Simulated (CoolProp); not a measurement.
Hydrogen chloride along the isotherm 670 K: density (kg/m³) from the reference equation and from simpler models built on Tc = 324.7 K, pc = 8.314 MPa, ω = 0.130; each cubic takes its own stable root.

The numbers come from the reference Helmholtz-energy equation of state, Thol 2018 in CoolProp.

```csv
p (MPa),phase,reference
8.31,gas,55.68
16.6,supercritical,112.7
24.9,supercritical,169.8
33.3,supercritical,226.1
41.6,supercritical,279.6
49.9,supercritical,330.1
58.2,supercritical,377.4
66.5,supercritical,421.2
74.8,supercritical,461.4
83.1,supercritical,498.3
```

### Question
How far does each simpler model (ideal gas, Redlich-Kwong, Soave-Redlich-Kwong) lie from the reference over these 10 states: mean and median of the absolute difference, and the worst?

### Answer
- ideal gas: mean 3.7 %, median 3.5 %, worst +9.2 % at 670 K and 83.1 MPa
- Redlich-Kwong: mean 1.4 %, median 0.9 %, worst -4.0 % at 670 K and 83.1 MPa
- Soave-Redlich-Kwong: mean 7.3 %, median 8.0 %, worst -10.6 % at 670 K and 83.1 MPa
